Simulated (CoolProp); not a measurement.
A single-stage vapour-compression cycle with ethylene: evaporating at 193.15 K (dew point), condensing at 250.15 K (bubble point), superheat 0 K, subcooling 0 K, compressor efficiency 0.8, no pressure losses. Each further row changes one setting.

The numbers come from the reference Helmholtz-energy equation of state, Smukala 2000 in CoolProp.

```
case                              cooling COP  pressure ratio  discharge temperature (K)  refrigerating effect (kJ/kg)  volumetric capacity (kJ/m³)
--------------------------------  -----------  --------------  -------------------------  ----------------------------  ---------------------------
as stated                                   ?            6.87                      319.5                           287                         1850
evaporating temperature 198.15 K            ?            5.54                          ?                           290                         2290
condensing temperature 245.15 K             ?            6.01                          ?                           303                         1950
subcooling 5 K                           1.94            6.87                      319.5                           303                         1950
superheat 10 K                              ?            6.87                      332.5                           301                            ?
compressor efficiency 0.7                1.60            6.87                      331.6                           287                         1850
```

Fill in the missing entries.


- as stated, cooling COP: 1.83
- evaporating temperature 198.15 K, cooling COP: 2.12
- evaporating temperature 198.15 K, discharge temperature (K): 311.0
- condensing temperature 245.15 K, cooling COP: 2.11
- condensing temperature 245.15 K, discharge temperature (K): 309.8
- superheat 10 K, cooling COP: 1.81
- superheat 10 K, volumetric capacity (kJ/m³): 1820
